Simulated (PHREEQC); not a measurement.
A solution holds 0.0083 mol HCl, 0.14 mol CuSO4 and 0.0038 mol MnSO4 per kg of water, at 85 °C. It is in equilibrium with CO2 at log p = -3.4 (atm). Otherwise closed; pH follows from the charge balance.

Equilibrium calculation in PHREEQC: ion-association model, phreeqc.dat.

The ionic strength comes out as 0.278 mol/kgw. What activity coefficients do CuCl+, Cl-, H+, MnCl+, Cu2(OH)2+2 get?

CuCl+ 0.66, Cl- 0.66, H+ 0.76, MnCl+ 0.69, Cu2(OH)2+2 0.25.

Precipitation was switched off in this run. Away from 25 °C the constants follow the database's enthalpies or fits; those with neither stay at their 25 °C values.
